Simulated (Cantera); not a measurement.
A Cantera script and what it prints.

```python
import numpy as np
import cantera as ct

gas_names = [...]  # 92 gases of nasa_gas.yaml made of C, H, N
cond_names = """
    C(gr) C6H6(L) C7H8(L) C8H18(L),n-octa
""".split()


# ... load() reads the species with a 1 bar reference pressure and builds the phases ...
atoms = {
    'C3H6': {'C': 3, 'H': 6},
    'NH3': {'N': 1, 'H': 3},
    'H2': {'H': 2},
}
top_T = {'C(gr)': 4500}  # K; cautious upper limits of use, not melting points


# ... equilibrate(T, P, feed) seeds the gas with the atoms and calls Mixture.equilibrate('TP', solver="vcs", rtol=1e-11, max_steps=5000) ...
results = []
feed = {'C3H6': 1, 'NH3': 0.077, 'H2': 1.2}  # mol
P = 101325  # Pa
for T in [1523, 1573, 1623, 1673, 1723, 1773, 1823, 1873, 1923, 1973, 2023, 2073, 2123, 2173]:
    mix = equilibrate(T, P, feed)
    results.append((T, P, feed, dict(zip(mix.species_names, mix.species_moles))))
    x = sorted(zip(gas.X, gas.species_names), reverse=True)
    print(f"T = {T:g} K  P = {P:g} Pa  gas = {mix.phase_moles(0):.4g} mol")
    print("   x: " + "  ".join(f"{s} {v:.3e}" for v, s in x if v > 1e-06))
    print("   condensed (mol): " + ("  ".join(f"{mix.phase(i).name} {mix.phase_moles(i):.4g}"
          for i in range(1, mix.n_phases) if mix.phase_moles(i) > 1e-12) or "none"))
```

Output:

```
T = 1523 K  P = 101325 Pa  gas = 4.344 mol
   x: H2 9.888e-01  N2 8.801e-03  CH4 2.281e-03  HCN 1.157e-04  H 2.283e-05  C2H2,acetylene 1.168e-05  NH3 5.406e-06  C2H4 2.657e-06  HNC 2.102e-06  CH3 1.069e-06
   condensed (mol): C(gr) 2.989
T = 1573 K  P = 101325 Pa  gas = 4.346 mol
   x: H2 9.892e-01  N2 8.774e-03  CH4 1.819e-03  HCN 1.609e-04  H 4.017e-05  C2H2,acetylene 2.042e-05  NH3 4.688e-06  HNC 3.403e-06  C2H4 2.905e-06  CH3 1.502e-06
   condensed (mol): C(gr) 2.991
T = 1623 K  P = 101325 Pa  gas = 4.348 mol
   x: H2 9.895e-01  N2 8.741e-03  CH4 1.471e-03  HCN 2.190e-04  H 6.830e-05  C2H2,acetylene 3.448e-05  HNC 5.345e-06  NH3 4.100e-06  C2H4 3.157e-06  CH3 2.067e-06
   condensed (mol): C(gr) 2.992
T = 1673 K  P = 101325 Pa  gas = 4.349 mol
   x: H2 9.896e-01  N2 8.700e-03  CH4 1.205e-03  HCN 2.925e-04  H 1.125e-04  C2H2,acetylene 5.639e-05  HNC 8.164e-06  NH3 3.611e-06  C2H4 3.412e-06  CH3 2.788e-06
   condensed (mol): C(gr) 2.993
T = 1723 K  P = 101325 Pa  gas = 4.35 mol
   x: H2 9.897e-01  N2 8.651e-03  CH4 9.984e-04  HCN 3.837e-04  H 1.802e-04  C2H2,acetylene 8.957e-05  HNC 1.215e-05  CH3 3.695e-06  C2H4 3.670e-06  NH3 3.203e-06
   condensed (mol): C(gr) 2.993
T = 1773 K  P = 101325 Pa  gas = 4.351 mol
   x: H2 9.896e-01  N2 8.591e-03  CH4 8.365e-04  HCN 4.953e-04  H 2.811e-04  C2H2,acetylene 1.385e-04  HNC 1.767e-05  CH3 4.816e-06  C2H4 3.930e-06  NH3 2.857e-06
   condensed (mol): C(gr) 2.993
T = 1823 K  P = 101325 Pa  gas = 4.352 mol
   x: H2 9.895e-01  N2 8.518e-03  CH4 7.078e-04  HCN 6.296e-04  H 4.281e-04  C2H2,acetylene 2.091e-04  HNC 2.514e-05  CH3 6.184e-06  C2H4 4.191e-06  NH3 2.562e-06
   condensed (mol): C(gr) 2.992
T = 1873 K  P = 101325 Pa  gas = 4.353 mol
   x: H2 9.892e-01  N2 8.432e-03  HCN 7.892e-04  H 6.377e-04  CH4 6.044e-04  C2H2,acetylene 3.087e-04  HNC 3.506e-05  CH3 7.831e-06  C2H4 4.453e-06  NH3 2.309e-06
   condensed (mol): C(gr) 2.991
T = 1923 K  P = 101325 Pa  gas = 4.354 mol
   x: H2 9.887e-01  N2 8.330e-03  HCN 9.762e-04  H 9.306e-04  CH4 5.204e-04  C2H2,acetylene 4.463e-04  HNC 4.797e-05  CH3 9.791e-06  C2H4 4.715e-06  NH3 2.089e-06
   condensed (mol): C(gr) 2.989
T = 1973 K  P = 101325 Pa  gas = 4.355 mol
   x: H2 9.881e-01  N2 8.211e-03  H 1.332e-03  HCN 1.192e-03  C2H2,acetylene 6.330e-04  CH4 4.516e-04  HNC 6.448e-05  CH3 1.210e-05  C2H4 4.975e-06  NH3 1.897e-06
   condensed (mol): C(gr) 2.987
T = 2023 K  P = 101325 Pa  gas = 4.356 mol
   x: H2 9.872e-01  N2 8.074e-03  H 1.875e-03  HCN 1.440e-03  C2H2,acetylene 8.819e-04  CH4 3.946e-04  HNC 8.526e-05  CH3 1.478e-05  C2H4 5.233e-06  NH3 1.727e-06
   condensed (mol): C(gr) 2.984
T = 2073 K  P = 101325 Pa  gas = 4.358 mol
   x: H2 9.861e-01  N2 7.918e-03  H 2.595e-03  HCN 1.719e-03  C2H2,acetylene 1.208e-03  CH4 3.470e-04  HNC 1.110e-04  CH3 1.788e-05  C2H4 5.487e-06  NH3 1.577e-06
   condensed (mol): C(gr) 2.98
T = 2123 K  P = 101325 Pa  gas = 4.36 mol
   x: H2 9.846e-01  N2 7.742e-03  H 3.536e-03  HCN 2.031e-03  C2H2,acetylene 1.631e-03  CH4 3.069e-04  HNC 1.424e-04  CH3 2.141e-05  C2H4 5.736e-06  NH3 1.442e-06  C4H2 1.095e-06
   condensed (mol): C(gr) 2.975
T = 2173 K  P = 101325 Pa  gas = 4.363 mol
   x: H2 9.827e-01  N2 7.546e-03  H 4.752e-03  HCN 2.375e-03  C2H2,acetylene 2.169e-03  CH4 2.729e-04  HNC 1.801e-04  CH3 2.540e-05  C2H4 5.979e-06  C4H2 1.946e-06  NH3 1.321e-06
   condensed (mol): C(gr) 2.969
```

Equilibrium computed with Cantera from the NASA thermochemical tables; the gas is ideal and each condensed phase is pure.
